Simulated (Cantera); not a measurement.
## Stirred combustor or abatement burner

A perfectly stirred reactor is fed with CH₃OH : O₂ : N₂ : H₂O = 1 : 2.59 : 9.72 : 0.2 (molar parts), equivalence ratio 0.58, at 0.197 atm; it is adiabatic with a 575 K inlet, and is followed from long to short residence time, starting on the burning branch (τ in s: 0.13, 0.057, 0.025, 0.011, 0.005, 0.0022, 0.00098, 0.00043, 0.00019, 8.5e-05, 3.8e-05, 1.7e-05, 7.4e-06).

Detailed kinetics in Cantera: GRI-Mech 3.0 (53 species, 325 reactions). GRI-Mech 3.0 was tuned for natural gas; its chemistry of methanol as a main component is partial and can be far from experiment.

```
τ (s)    T (K)   x CH₃OH    x O₂     x NO₂    x HO₂    x C₂H₆    x CH₄     x NO
-------  -----  --------  ------  --------  -------  --------  -------  -------
0.13      1836   3.60e-6  0.0775   1.04e-8  2.13e-6    <1e-12  8.52e-9  3.52e-5
0.057     1817   6.11e-6  0.0778   5.34e-9  3.36e-6    <1e-12  1.58e-8  2.18e-5
0.025     1791   1.06e-5  0.0782   2.75e-9  5.38e-6    <1e-12  3.25e-8  1.31e-5
0.011     1758   1.90e-5  0.0789   1.53e-9  8.69e-6  1.03e-12  7.33e-8  8.03e-6
0.0050    1722   3.56e-5  0.0800  9.70e-10  1.43e-5  5.72e-12  1.74e-7  5.05e-6
0.0022    1681   7.68e-5  0.0820  6.86e-10  2.67e-5  3.81e-11  4.63e-7  2.88e-6
0.00098   1630  0.000209  0.0864  5.97e-10  6.66e-5  3.43e-10  1.41e-6  1.18e-6
0.00043    575    0.0740   0.192    <1e-12   <1e-12    <1e-12   <1e-12   <1e-12
0.00019    575    0.0740   0.192    <1e-12   <1e-12    <1e-12   <1e-12   <1e-12
8.5e-5     575    0.0740   0.192    <1e-12   <1e-12    <1e-12   <1e-12   <1e-12
3.8e-5     575    0.0740   0.192    <1e-12   <1e-12    <1e-12   <1e-12   <1e-12
1.7e-5     575    0.0740   0.192    <1e-12   <1e-12    <1e-12   <1e-12   <1e-12
7.4e-6     575    0.0740   0.192    <1e-12   <1e-12    <1e-12   <1e-12   <1e-12
```
x: mole fraction; the columns are a selection and need not sum to one.
